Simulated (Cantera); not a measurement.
A closed system holds: 1 mol Si, 2.8 mol Cl2, a varied amount of H2, equilibrated at 625 °C and 1 atm.

Cantera equilibrium calculation (NASA polynomials, part measured and part estimated; ideal gas, pure solids and liquids). Candidate condensed phases: Si; 19 gas species. Kinetics and transport are ignored.

Task: At 0.97 mol H2, list the 4 most abundant gas species with their mole fractions, and the condensed phases.

Result: HCl 0.578, SiCl4 0.361, H2 0.0613, SiHCl3 0.000107. Condensed: gas only.
